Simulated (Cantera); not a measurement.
What does this Cantera script print?

```python
import numpy as np
import cantera as ct

gas_names = """
    F FO FO2 F2 F2O H HF HOF HO2 H2 H2F2 H2O H2O2 H3F3 H4F4 H5F5 H6F6 H7F7 Mg MgF MgF2 MgH MgO MgOH
    MgO2H2 Mg2 Mg2F4 O OH O2 O3
""".split()
cond_names = """
    H2O(s) H2O(L) Mg(cr) Mg(L) MgF2(s) MgF2(L) MgO(s) MgO(L) MgO2H2(s)
""".split()


# ... load() reads the species with a 1 bar reference pressure and builds the phases ...
atoms = {
    'MgO': {'Mg': 1, 'O': 1},
    'HF': {'H': 1, 'F': 1},
}
top_T = {}  # K; cautious upper limits of use, not melting points


# ... equilibrate(T, P, feed) seeds the gas with the atoms and calls Mixture.equilibrate('TP', solver="vcs", rtol=1e-11, max_steps=5000) ...
results = []
feed = {'MgO': 1, 'HF': 11}  # mol
P = 1000  # Pa
for T in [1348, 1398, 1448, 1498, 1548, 1598, 1648, 1698, 1748, 1798, 1848]:
    mix = equilibrate(T, P, feed)
    results.append((T, P, feed, dict(zip(mix.species_names, mix.species_moles))))
    x = sorted(zip(gas.X, gas.species_names), reverse=True)
    print(f"T = {T:g} K  P = {P:g} Pa  gas = {mix.phase_moles(0):.4g} mol")
    print("   x: " + "  ".join(f"{s} {v:.3e}" for v, s in x if v > 0.0001))
    print("   condensed (mol): " + ("  ".join(f"{mix.phase(i).name} {mix.phase_moles(i):.4g}"
          for i in range(1, mix.n_phases) if mix.phase_moles(i) > 1e-12) or "none"))
```

It prints:

```
T = 1348 K  P = 1000 Pa  gas = 10 mol
   x: HF 8.998e-01  H2O 9.993e-02  MgF2 1.900e-04
   condensed (mol): MgF2(s) 0.9981
T = 1398 K  P = 1000 Pa  gas = 10.01 mol
   x: HF 8.994e-01  H2O 9.985e-02  MgF2 6.266e-04
   condensed (mol): MgF2(s) 0.9937
T = 1448 K  P = 1000 Pa  gas = 10.02 mol
   x: HF 8.982e-01  H2O 9.967e-02  MgF2 1.896e-03  H2 1.223e-04
   condensed (mol): MgF2(s) 0.981
T = 1498 K  P = 1000 Pa  gas = 10.05 mol
   x: HF 8.951e-01  H2O 9.925e-02  MgF2 5.308e-03  H2 1.941e-04
   condensed (mol): MgF2(s) 0.9466
T = 1548 K  P = 1000 Pa  gas = 10.39 mol
   x: HF 9.140e-01  H2O 7.223e-02  MgF2 1.337e-02  H2 2.426e-04  O2 1.101e-04
   condensed (mol): MgF2(L) 0.6141  MgO(s) 0.2469
T = 1598 K  P = 1000 Pa  gas = 10.76 mol
   x: HF 9.202e-01  H2O 5.088e-02  MgF2 2.839e-02  H2 2.887e-04  O2 1.304e-04
   condensed (mol): MgF2(L) 0.2452  MgO(s) 0.4492
T = 1648 K  P = 1000 Pa  gas = 11 mol
   x: HF 9.092e-01  MgF2 4.524e-02  H2O 4.483e-02  H2 3.889e-04  O2 1.751e-04
   condensed (mol): MgO(s) 0.5018
T = 1698 K  P = 1000 Pa  gas = 11 mol
   x: HF 8.939e-01  MgF2 5.284e-02  H2O 5.216e-02  H2 6.168e-04  O2 2.769e-04  OH 1.561e-04
   condensed (mol): MgO(s) 0.4181
T = 1748 K  P = 1000 Pa  gas = 11.01 mol
   x: HF 8.773e-01  MgF2 6.100e-02  H2O 5.993e-02  H2 9.499e-04  O2 4.259e-04  OH 2.592e-04
   condensed (mol): MgO(s) 0.328
T = 1798 K  P = 1000 Pa  gas = 11.01 mol
   x: HF 8.596e-01  MgF2 6.968e-02  H2O 6.804e-02  H2 1.423e-03  O2 6.389e-04  OH 4.174e-04  H 1.328e-04
   condensed (mol): MgO(s) 0.2319
T = 1848 K  P = 1000 Pa  gas = 11.02 mol
   x: HF 8.407e-01  MgF2 7.881e-02  H2O 7.638e-02  H2 2.078e-03  O2 9.370e-04  OH 6.535e-04  H 2.417e-04  MgF 1.324e-04
   condensed (mol): MgO(s) 0.1301
```

Equilibrium computed with Cantera from the NASA thermochemical tables; the gas is ideal and each condensed phase is pure. Mutual solubility and eutectic melting of coexisting phases are not modelled.
